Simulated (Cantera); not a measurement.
Feed: 1 mol SiC, 0.031 mol N2O, 43 mol H2, held at 1.10e-5 bar.

Cantera equilibrium calculation (NASA polynomials, part measured and part estimated; ideal gas, pure solids and liquids). Candidate condensed phases: C, C6H6, C7H8, C8H18, H2O, Si, SiC, SiO2, Si2N2O, Si3N4; 151 gas species. Mutual solubility and eutectic melting of coexisting phases are not modelled. Equilibrium is a limit: real reactors are often held back by kinetics, nucleation or transport.

x: gas mole fraction; n: condensed amount in mol.

| T (K) | x H2 | x H | x Si | x SiC2 | n C(graphite) | n SiC(s) | n Si2N2O(s) |
|---|---|---|---|---|---|---|---|
| 900 | 1.000 | 3.52e-8 | <1e-12 | <1e-12 | 0.0616 | 0.938 | 0.0309 |
| 1000 | 1.000 | 6.84e-7 | <1e-12 | <1e-12 | 0.0371 | 0.955 | 0.0227 |
| 1100 | 0.999 | 7.79e-6 | 1.21e-11 | <1e-12 | 0 | 0.979 | 0.0102 |
| 1200 | 0.999 | 5.95e-5 | 1.05e-8 | <1e-12 | 0 | 0.984 | 8.78e-5 |
| 1300 | 0.998 | 0.000333 | 4.27e-7 | <1e-12 | 0 | 0.984 | 0 |
| 1400 | 0.997 | 0.00146 | 1.00e-5 | 8.96e-12 | 0 | 0.984 | 0 |
| 1500 | 0.993 | [?] | [?] | [?] | 0 | 0.982 | 0 |
| 1600 | 0.982 | 0.0162 | 0.000575 | 5.87e-8 | 0 | 0.972 | 0 |
| 1700 | 0.954 | 0.0434 | 0.000925 | 7.10e-6 | 0 | 0.958 | 0 |
| 1800 | 0.889 | 0.102 | 0.00695 | 0.000101 | 0.266 | 0.669 | 0 |
| 1900 | [?] | [?] | [?] | [?] | 0.874 | 0 | 0 |
| 2000 | 0.600 | 0.380 | 0.0175 | 0.000726 | 0.823 | 0 | 0 |

Q: Fill in the missing entries.

A: 
- 1500, x H: 0.00529
- 1500, x Si: 0.000131
- 1500, x SiC2: 6.49e-10
- 1900, x H2: 0.768
- 1900, x H: 0.210
- 1900, x Si: 0.0195
- 1900, x SiC2: 0.000492
